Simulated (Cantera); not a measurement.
An adiabatic, constant-pressure homogeneous reactor starts with CH₄ : CO : O₂ : N₂ = 1 : 1.4 : 1.29 : 14.1 (molar parts), equivalence ratio 2.1, at 1375 K and 26.6 atm.

Detailed kinetics in Cantera: GRI-Mech 3.0 (53 species, 325 reactions). The pressure lies above the range GRI-Mech 3.0 was tuned for (to about 10 atm).

Q: Predict: time of steepest temperature rise; temperature at 2.00 s; equilibrium temperature; x(CH₄) at 2.00 s; x(CO) at 2.00 s; x(O₂) at 2.00 s; x(HCN) at 2.00 s.

A: 
| Property | Result |
|---|---|
| time of steepest temperature rise | 1.82 ms |
| temperature at 2.00 s | 2014 K |
| equilibrium temperature | 2014 K |
| x(CH₄) at 2.00 s | 6.31e-9 (gas-phase equilibrium 6.82e-9) |
| x(CO) at 2.00 s | 0.103 (gas-phase equilibrium 0.103) |
| x(O₂) at 2.00 s | 5.49e-9 (gas-phase equilibrium 5.49e-9) |
| x(HCN) at 2.00 s | 9.98e-7 (gas-phase equilibrium 9.94e-7) |
